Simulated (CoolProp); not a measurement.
Values from CoolProp's reference Helmholtz-energy equation of state, Zhou 2016.

**Question.** Give the vapour pressure (kPa), vapour Z, surface tension (mN/m) of saturated R245ca at -15.15, -2.45, 35.85 °C.

**Answer.** 
```tsv
T (°C)	p (kPa)	vapour Z	surface tension (mN/m)
-15.15	15.6	0.991	21.6
-2.45	30.3	0.984	19.9
35.85	150	0.949	14.9
```

Surface tension comes from a separate correlation (Mulero 2012).
